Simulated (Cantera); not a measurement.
Premixed flame

A freely propagating, adiabatic, planar premixed flame of H2 : O2 : N2 = 1 : 0.263 : 0.989 (molar parts), equivalence ratio 1.9, unburnt at 323 K and 1.00 atm; unity-Lewis-number transport, grid criteria slope 0.08 and curve 0.16, no radiation.

Computed with Cantera and the H2/O2 subset of GRI-Mech 3.0, which has no nitrogen chemistry. Unity Lewis numbers drop preferential diffusion, which matters most where H2 and H carry the flame. Burning velocities carry a grid error of a few per cent, more on coarse grids.

```tsv
z (mm)	T (K)	u (m/s)	x H2	x O2	x H2O	x H	x O	x H2O2
-0.975	323	2.04	0.444	0.117	2.73e-7	<1e-8	<1e-8	<1e-8
-0.650	323	2.04	0.444	0.117	5.60e-6	<1e-8	<1e-8	1.95e-8
-0.488	323	2.04	0.444	0.117	3.76e-5	<1e-8	<1e-8	1.30e-7
-0.325	326	2.05	0.444	0.117	0.000352	<1e-8	8.21e-8	1.20e-6
-0.163	421	2.63	0.435	0.111	0.0119	9.06e-6	8.93e-6	2.38e-5
-0.0813	753	4.62	0.397	0.0908	0.0572	0.00363	0.000206	2.22e-5
0	1167	6.98	0.310	0.0512	0.141	0.0326	0.00152	2.78e-6
0.0813	1428	8.41	0.229	0.0168	0.212	0.0675	0.00220	8.72e-7
0.163	1561	9.10	0.202	0.00439	0.239	0.0750	0.00158	6.38e-7
0.325	1690	9.75	0.203	0.000763	0.249	0.0636	0.00102	4.00e-7
0.650	1809	10.3	0.212	0.000337	0.253	0.0464	0.000629	2.09e-7
1.30	1911	10.8	0.221	0.000168	0.256	0.0314	0.000326	1.00e-7
2.60	1987	11.2	0.227	7.28e-5	0.259	0.0200	0.000145	4.58e-8
```
x: mole fraction of selected species; z is measured from the peak of heat release.

The laminar burning velocity is 204 cm/s. The thermal thickness comes out as 0.325 mm. The peak x(H) comes out as 0.0752 and the peak x(O) comes out as 0.00226. The peak x(H2O2) is 3.01e-5 and the grid points is 109.
